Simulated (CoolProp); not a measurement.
Properties of m-xylene along the isobar 1.01 bar (Tc = 343.7 °C, pc = 35.35 bar, ω = 0.326).

Computed with CoolProp (reference Helmholtz-energy equation of state, Zhou 2012).

| T (°C) | phase | density (kg/m³) | cp (kJ/(kg K)) | Joule-Thomson coefficient (K/MPa) | conductivity (mW/(m K)) |
|---|---|---|---|---|---|
| 36.05 | liquid | 850.4 | 1.747 | -0.4609 | … |
| 69.35 | liquid | 821.0 | … | … | 118 |
| 102.75 | liquid | 790.4 | 1.980 | -0.3541 | 110 |
| 136.05 | liquid | 758.3 | … | -0.2901 | 102 |
| 169.35 | gas | 3.014 | 1.753 | 23.97 | 22.1 |
| 202.65 | gas | 2.781 | 1.851 | … | 25.7 |
| 235.95 | gas | 2.585 | 1.946 | … | 29.5 |
| 269.25 | gas | 2.416 | 2.036 | … | … |

Q: Some entries are withheld; supply them.

A: 
- 36.05, conductivity (mW/(m K)): 127
- 69.35, cp (kJ/(kg K)): 1.860
- 69.35, Joule-Thomson coefficient (K/MPa): -0.4098
- 136.05, cp (kJ/(kg K)): 2.105
- 202.65, Joule-Thomson coefficient (K/MPa): 18.01
- 235.95, Joule-Thomson coefficient (K/MPa): 13.98
- 269.25, Joule-Thomson coefficient (K/MPa): 11.18
- 269.25, conductivity (mW/(m K)): 33.4

Thermal conductivity comes from a separate model (Mylona 2014).
